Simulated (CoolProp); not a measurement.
Saturation properties of 1-butene (Tc = 419.3 K, pc = 4.006 MPa, ω = 0.192).

Computed with CoolProp (reference Helmholtz-energy equation of state, Lemmon 2005). It is a short technical equation, of lower accuracy than the large ones.

| T (K) | p (MPa) | liquid density (kg/m³) | vapour density (kg/m³) | enthalpy of vaporisation (kJ/kg) | liquid cp (kJ/(kg K)) |
|---|---|---|---|---|---|
| 307.1 | 0.3866 | 576.8 | 9.476 | 350.3 | 2.358 |
| 320.9 | 0.5619 | 558.3 | 13.63 | 333.5 | 2.442 |
| 334.8 | 0.7922 | 538.5 | 19.20 | 314.9 | 2.543 |
| 348.7 | 1.086 | 517.0 | 26.58 | 293.9 | 2.666 |
| 362.5 | 1.449 | 493.4 | 36.33 | 270.2 | 2.825 |
| 376.4 | 1.900 | 466.4 | 49.68 | 242.1 | 3.054 |
| 390.3 | 2.449 | 434.1 | 68.72 | 207.4 | 3.444 |
| 404.1 | 3.108 | 391.9 | 98.79 | 160.7 | 4.418 |

It boils at 266.8 K under 1 atm.
